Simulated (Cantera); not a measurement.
Feed: 1 mol Ta₂O₅, 0.47 mol C, 0.45 mol H₂, 10 mol CO, at 128 Torr.

These are equilibrium values from Cantera (NASA tables, ideal gas, pure condensed phases), not measurements of a reactor. Candidate condensed phases: C, C₆H₆, C₇H₈, C₈H₁₈, H₂O, Ta, TaC, Ta₂O₅; 113 gas species. Mutual solubility and eutectic melting of coexisting phases are not modelled. TaC: taken at fixed stoichiometry. Condensed phases not in the tables: Ta₂C. The numbers say what is thermodynamically allowed, not how fast it happens.

x: gas mole fraction; n: condensed amount in mol.

```json
[
 {"T (K)": "1198", "x CO": "0.954", "x H₂": "0.0430", "x CO₂": "0.00301", "x H": "9.56e-8", "x H₂O": "0.000185", "x CH₄": "(withheld)", "x TaO₂": "<1e-12", "n C(graphite)": "0.503", "n Ta₂O₅(s)": "1.00", "n TaC(s)": "0"},
 {"T (K)": "1248", "x CO": "0.955", "x H₂": "0.0430", "x CO₂": "0.00153", "x H": "2.35e-7", "x H₂O": "0.000107", "x CH₄": "(withheld)", "x TaO₂": "<1e-12", "n C(graphite)": "0.487", "n Ta₂O₅(s)": "1.00", "n TaC(s)": "0"},
 {"T (K)": "1298", "x CO": "0.957", "x H₂": "0.0416", "x CO₂": "0.00121", "x H": "5.30e-7", "x H₂O": "9.23e-5", "x CH₄": "(withheld)", "x TaO₂": "<1e-12", "n C(graphite)": "0", "n Ta₂O₅(s)": "0.931", "n TaC(s)": "0.138"},
 {"T (K)": "1348", "x CO": "0.957", "x H₂": "0.0416", "x CO₂": "0.00120", "x H": "1.14e-6", "x H₂O": "0.000102", "x CH₄": "(withheld)", "x TaO₂": "<1e-12", "n C(graphite)": "0", "n Ta₂O₅(s)": "0.931", "n TaC(s)": "0.138"},
 {"T (K)": "1398", "x CO": "0.957", "x H₂": "0.0416", "x CO₂": "0.00120", "x H": "2.34e-6", "x H₂O": "0.000112", "x CH₄": "(withheld)", "x TaO₂": "<1e-12", "n C(graphite)": "0", "n Ta₂O₅(s)": "0.931", "n TaC(s)": "0.138"},
 {"T (K)": "1448", "x CO": "0.957", "x H₂": "0.0416", "x CO₂": "0.00119", "x H": "4.56e-6", "x H₂O": "0.000123", "x CH₄": "(withheld)", "x TaO₂": "1.28e-12", "n C(graphite)": "0", "n Ta₂O₅(s)": "0.931", "n TaC(s)": "0.138"},
 {"T (K)": "1498", "x CO": "0.957", "x H₂": "0.0416", "x CO₂": "0.00118", "x H": "8.50e-6", "x H₂O": "0.000133", "x CH₄": "(withheld)", "x TaO₂": "7.85e-12", "n C(graphite)": "0", "n Ta₂O₅(s)": "0.931", "n TaC(s)": "0.138"},
 {"T (K)": "1548", "x CO": "0.957", "x H₂": "0.0416", "x CO₂": "0.00118", "x H": "1.52e-5", "x H₂O": "0.000143", "x CH₄": "(withheld)", "x TaO₂": "4.26e-11", "n C(graphite)": "0", "n Ta₂O₅(s)": "0.931", "n TaC(s)": "0.138"},
 {"T (K)": "1598", "x CO": "0.957", "x H₂": "0.0416", "x CO₂": "0.00117", "x H": "2.63e-5", "x H₂O": "0.000153", "x CH₄": "(withheld)", "x TaO₂": "2.07e-10", "n C(graphite)": "0", "n Ta₂O₅(s)": "0.931", "n TaC(s)": "0.138"},
 {"T (K)": "1648", "x CO": "0.957", "x H₂": "0.0416", "x CO₂": "0.00117", "x H": "4.40e-5", "x H₂O": "0.000163", "x CH₄": "(withheld)", "x TaO₂": "9.13e-10", "n C(graphite)": "0", "n Ta₂O₅(s)": "0.931", "n TaC(s)": "0.138"},
 {"T (K)": "1698", "x CO": "0.957", "x H₂": "0.0415", "x CO₂": "0.00117", "x H": "7.15e-5", "x H₂O": "0.000173", "x CH₄": "(withheld)", "x TaO₂": "3.67e-9", "n C(graphite)": "0", "n Ta₂O₅(s)": "0.931", "n TaC(s)": "0.138"},
 {"T (K)": "1748", "x CO": "0.957", "x H₂": "0.0415", "x CO₂": "0.00116", "x H": "0.000113", "x H₂O": "0.000182", "x CH₄": "(withheld)", "x TaO₂": "1.36e-8", "n C(graphite)": "0", "n Ta₂O₅(s)": "0.931", "n TaC(s)": "0.138"},
 {"T (K)": "1798", "x CO": "0.957", "x H₂": "0.0415", "x CO₂": "0.00116", "x H": "0.000174", "x H₂O": "0.000192", "x CH₄": "(withheld)", "x TaO₂": "4.68e-8", "n C(graphite)": "0", "n Ta₂O₅(s)": "0.931", "n TaC(s)": "0.138"},
 {"T (K)": "1848", "x CO": "0.957", "x H₂": "0.0414", "x CO₂": "0.00116", "x H": "0.000262", "x H₂O": "0.000201", "x CH₄": "(withheld)", "x TaO₂": "1.50e-7", "n C(graphite)": "0", "n Ta₂O₅(s)": "0.931", "n TaC(s)": "0.138"}
]
```

### Question
Complete the blanks.

### Answer

- 1198, x CH₄: 5.04e-6
- 1248, x CH₄: 3.51e-6
- 1298, x CH₄: 1.60e-6
- 1348, x CH₄: 6.64e-7
- 1398, x CH₄: 2.94e-7
- 1448, x CH₄: 1.38e-7
- 1498, x CH₄: 6.79e-8
- 1548, x CH₄: 3.51e-8
- 1598, x CH₄: 1.89e-8
- 1648, x CH₄: 1.06e-8
- 1698, x CH₄: 6.18e-9
- 1748, x CH₄: 3.71e-9
- 1798, x CH₄: 2.29e-9
- 1848, x CH₄: 1.45e-9
